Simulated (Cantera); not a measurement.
C₂H₅OH + H₂ + O₂ (carbon deposition, reforming and gasification)

Charge: 1 mol C₂H₅OH, 0.41 mol H₂, 1.1 mol O₂, held at 2523 K.

Equilibrium computed with Cantera from the NASA thermochemical tables; the gas is ideal and each condensed phase is pure. Candidate condensed phases: C, C₆H₆, C₇H₈, C₈H₁₈, H₂O; 110 gas species. The ideal-gas law is rough above about 30 bar. Kinetics and transport are ignored.

From 10.0 Pa to 1.00e7 Pa nothing is condensed. The main C-bearing gas is CO throughout.

```tsv
P (Pa)	x H	x H₂	x CO	x H₂O	x O	x OH	x CO₂
10	0.614	0.0488	0.212	0.00459	0.101	0.0123	0.00318
100	0.386	0.193	0.261	0.0701	0.0391	0.0298	0.0151
1000	0.159	0.329	0.312	0.155	0.00506	0.0159	0.0234
10000	0.0553	0.396	0.333	0.184	0.000500	0.00547	0.0247
100000	0.0180	0.421	0.341	0.193	4.93e-5	0.00176	0.0249
1000000	0.00576	0.430	0.344	0.196	4.90e-6	0.000558	0.0250
10000000	0.00183	0.432	0.344	0.196	4.89e-7	0.000177	0.0250
```
x: gas mole fraction; nothing condenses.
